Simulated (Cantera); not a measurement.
## Thermodynamics of carbothermic reduction, feed Fe3O4 + CO + H2

Charge: 1 mol Fe3O4, a varied amount of CO, 1.7 mol H2, held at 13.3 mbar.

Equilibrium computed with Cantera from the NASA thermochemical tables; the gas is ideal and each condensed phase is pure. Candidate condensed phases: C, C6H6, C7H8, C8H18, Fe, Fe(CO)5, FeO, Fe(OH)2, Fe(OH)3, Fe2O3, Fe3O4, H2O; 114 gas species. Each liquid is taken as pure. Mutual solubility and eutectic melting of coexisting phases are not modelled. The tables' stoichiometric FeO is somewhat more stable than real wüstite, so its field is too wide. FeO: taken at fixed stoichiometry. Kinetics and transport are ignored.

Stable condensed phases:

```
T in K \ n(CO) in mol
         0.74  1.9  3.1  4.2  5.4  6.6  7.7  8.9   10   11
   2098     A    A    A    A    A    A    A    A    A    A
   2073     A    A    A    A    A    A    A    A    A    A
   2048     A    A    A    A    A    A    A    A    A    A
   2023     A    A    A    A    A    A    A    A    B    B
   1998     A    A    A    A    A    A    A    B    B    B
   1973     A    A    A    A    A    A    B    B    B    B
   1948     A    A    A    A    A    B    B    B    B    B
   1923     A    A    A    A    A    B    B    B    B    B
   1898     A    A    A    A    B    B    B    B    B    B
   1873     A    A    A    A    B    B    B    B    B    B
   1848     A    A    A    A    B    B    B    B    B    B
```

A: FeO; B: Fe + FeO.
